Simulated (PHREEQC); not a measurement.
A solution holds 0.0025 mol/kgw HCl, 0.0088 mol/kgw Li2SO4 and 0.021 mol/kgw Na2SO4, at 80 °C. Closed to the air; pH follows from the charge balance.

Computed with PHREEQC (Pitzer model, pitzer.dat).

| quantity | before | after |
|---|---|---|
| pH | 3.48 | 3.94 |
| HSO4- (mol/kgw) | 0.00203 | 0.000119 |
| SI of Thenardite (Na2SO4) | -4.46 | -7.00 |
| SI of Mirabilite (Na2SO4:10H2O) | -5.26 | -7.79 |

Name the change that produced these shifts.
A) diluted 10-fold with water
B) HCl left out
C) Li2SO4 replaced by K2SO4 at the same molality
D) Li2SO4 from 0.0088 to 0.00088 mol/kgw
E) Na2SO4 from 0.021 to 0.0189 mol/kgw

A, diluted 10-fold with water

No solid was allowed to form. At this temperature some constants are extrapolated from 25 °C, and those without enthalpy data are left unchanged.
